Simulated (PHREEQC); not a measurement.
**Brine: speciation**

Solution (25 °C): 5.4 mol/kgw NaCl and 0.097 mol/kgw MgCl2. Closed to the air; pH follows from the charge balance.

Model: Pitzer model, pitzer.dat, run in PHREEQC.

Precipitation was switched off in this run.

Estimate the activity of water, osmotic coefficient, density.

activity of water 0.778; osmotic coefficient 1.256; density 1.183 g/cm³.
